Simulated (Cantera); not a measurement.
Cantera run, input and output.

```python
import numpy as np
import cantera as ct

gas = ct.Solution("gri30.yaml")
gas.TPX = 1250, 100000, {'CO': 0.0021, 'O2': 0.0037, 'H2O': 0.0051, 'N2': 1}
reactor = ct.IdealGasConstPressureReactor(gas, energy="off", clone=False)
net = ct.ReactorNet([reactor])
net.rtol, net.atol = 1e-08, 1e-18
show = ['CO', 'O2', 'H2O', 'OH', 'N2O', 'NO2']
times = np.geomspace(3e-06, 4, 13)

steps = ct.SolutionArray(gas, extra=["t"])
rows = []
print(f"{'t/s':>10s}{'T/K':>9s}{'P/Pa':>11s}" + "".join(f"{s:>11s}" for s in show))
for t in times:
    while net.time < t:
        t_next = net.step()
        steps.append(gas.state, t=t_next)
    rows.append([np.interp(t, steps.t, y) for y in (steps.T, steps.P, *steps(*show).X.T)])
    print(f"{t:10.3e}{rows[-1][0]:9.1f}{rows[-1][1]:11.4g}" + "".join(f"{x:11.3e}" for x in rows[-1][2:]))
rate = np.gradient(steps.T, steps.t)
print("integrator steps:", len(steps.t))
if steps.T.max() > steps.T[0] + 200:
    print(f"time of steepest temperature rise: {steps.t[rate.argmax()]:.4e} s")
gas.TPX = 1250, 100000, {'CO': 0.0021, 'O2': 0.0037, 'H2O': 0.0051, 'N2': 1}
gas.equilibrate("TP")
print(f"equilibrium (TP): T = {gas.T:.1f} K  " + "  ".join(f"{s} {gas[s].X[0]:.3e}" for s in show))
```

Output:

```
       t/s      T/K       P/Pa         CO         O2        H2O         OH        N2O        NO2
 3.000e-06   1250.0      1e+05  2.077e-03  3.660e-03  5.045e-03  8.276e-14  9.095e-18  8.145e-32
 9.717e-06   1250.0      1e+05  2.077e-03  3.660e-03  5.045e-03  3.218e-13  4.412e-17  2.683e-30
 3.147e-05   1250.0      1e+05  2.077e-03  3.660e-03  5.045e-03  1.579e-12  2.958e-16  1.059e-28
 1.019e-04   1250.0      1e+05  2.077e-03  3.660e-03  5.045e-03  9.976e-12  2.505e-15  4.908e-27
 3.302e-04   1250.0      1e+05  2.077e-03  3.660e-03  5.045e-03  7.254e-11  2.342e-14  2.893e-25
 1.069e-03   1250.0      1e+05  2.077e-03  3.660e-03  5.045e-03  7.046e-10  2.791e-13  5.252e-23
 3.464e-03   1250.0      1e+05  2.077e-03  3.660e-03  5.045e-03  5.450e-08  2.397e-11  6.999e-19
 1.122e-02   1250.0      1e+05  1.253e-03  3.247e-03  4.914e-03  5.394e-05  1.203e-07  1.463e-11
 3.634e-02   1250.0      1e+05  1.153e-04  2.678e-03  5.025e-03  2.104e-05  3.000e-07  2.263e-10
 1.177e-01   1250.0      1e+05  1.004e-05  2.627e-03  5.046e-03  6.855e-06  3.589e-07  7.803e-10
 3.813e-01   1250.0      1e+05  7.205e-07  2.624e-03  5.049e-03  2.445e-06  3.259e-07  7.680e-10
 1.235e+00   1250.0      1e+05  3.816e-08  2.624e-03  5.050e-03  1.072e-06  1.852e-07  3.549e-10
 4.000e+00   1250.0      1e+05  4.953e-09  2.624e-03  5.050e-03  6.161e-07  2.988e-08  1.878e-10
integrator steps: 1226
equilibrium (TP): T = 1250.0 K  CO 2.213e-09  O2 2.606e-03  H2O 5.050e-03  OH 4.325e-07  N2O 2.703e-09  NO2 5.278e-08
```

Computed with Cantera and GRI-Mech 3.0 (53 species, 325 reactions).
